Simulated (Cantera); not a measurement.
Charge: 1 mol MgCO3, 1.1 mol CO2, 1.3 mol H2O, at 45.0 Pa.

Equilibrium computed with Cantera from the NASA thermochemical tables; the gas is ideal and each condensed phase is pure. Candidate condensed phases: C, C6H6, C7H8, C8H18, H2O, Mg, MgCO3, MgO, Mg(OH)2; 116 gas species. The numbers say what is thermodynamically allowed, not how fast it happens.

Task: At 1375 °C, list the 5 most abundant gas species with their mole fractions, and the condensed phases.

Result: CO2 0.600, H2O 0.376, CO 0.0124, O2 0.00705, H2 0.00242. Condensed: MgO(s).
